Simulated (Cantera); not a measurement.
Cantera run, input and output.

```python
import numpy as np
import cantera as ct

gas = ct.Solution("gri30.yaml")
gas.TPX = 1375, 1333, {'H2': 0.29, 'O2': 1, 'N2': 0.65}
reactor = ct.IdealGasConstPressureReactor(gas, energy="off", clone=False)
net = ct.ReactorNet([reactor])
net.rtol, net.atol = 1e-08, 1e-18
show = ['H2', 'O2', 'OH', 'H2O2', 'NO', 'O']
times = np.geomspace(3e-06, 7, 10)

steps = ct.SolutionArray(gas, extra=["t"])
rows = []
print(f"{'t/s':>10s}{'T/K':>9s}{'P/Pa':>11s}" + "".join(f"{s:>11s}" for s in show))
for t in times:
    while net.time < t:
        t_next = net.step()
        steps.append(gas.state, t=t_next)
    rows.append([np.interp(t, steps.t, y) for y in (steps.T, steps.P, *steps(*show).X.T)])
    print(f"{t:10.3e}{rows[-1][0]:9.1f}{rows[-1][1]:11.4g}" + "".join(f"{x:11.3e}" for x in rows[-1][2:]))
rate = np.gradient(steps.T, steps.t)
print("integrator steps:", len(steps.t))
if steps.T.max() > steps.T[0] + 200:
    print(f"time of steepest temperature rise: {steps.t[rate.argmax()]:.4e} s")
gas.TPX = 1375, 1333, {'H2': 0.29, 'O2': 1, 'N2': 0.65}
gas.equilibrate("TP")
print(f"equilibrium (TP): T = {gas.T:.1f} K  " + "  ".join(f"{s} {gas[s].X[0]:.3e}" for s in show))
```

Result:

```
       t/s      T/K       P/Pa         H2         O2         OH       H2O2         NO          O
 3.000e-06   1375.0       1333  1.495e-01  5.155e-01  1.317e-10  2.669e-13  6.068e-22  1.341e-10
 1.530e-05   1375.0       1333  1.495e-01  5.155e-01  2.766e-09  6.892e-12  8.247e-20  3.000e-09
 7.802e-05   1375.0       1333  1.495e-01  5.155e-01  4.868e-08  1.762e-10  1.119e-17  6.122e-08
 3.979e-04   1375.0       1333  1.494e-01  5.154e-01  1.938e-05  4.273e-09  1.236e-14  2.544e-05
 2.029e-03   1375.0       1333  8.022e-03  4.236e-01  1.174e-02  1.347e-07  3.027e-07  6.175e-02
 1.035e-02   1375.0       1333  6.832e-03  4.340e-01  1.096e-02  1.439e-07  2.049e-06  4.941e-02
 5.278e-02   1375.0       1333  2.630e-03  4.613e-01  7.000e-03  1.366e-07  4.522e-06  1.674e-02
 2.691e-01   1375.0       1333  1.601e-04  4.750e-01  1.750e-03  4.217e-08  4.841e-06  9.788e-04
 1.373e+00   1375.0       1333  9.136e-06  4.761e-01  4.196e-04  7.454e-09  4.852e-06  5.587e-05
 7.000e+00   1375.0       1333  1.134e-06  4.763e-01  1.482e-04  1.721e-09  4.853e-06  6.958e-06
integrator steps: 1682
equilibrium (TP): T = 1375.0 K  H2 6.243e-07  O2 4.760e-01  OH 1.099e-04  H2O2 1.215e-09  NO 6.440e-04  O 3.828e-06
```

Model: GRI-Mech 3.0 (53 species, 325 reactions), integrated in Cantera. Radical loss at walls, strong at low pressure, is not modelled. The temperature is held fixed by assumption; the heat of reaction is taken as removed at once.
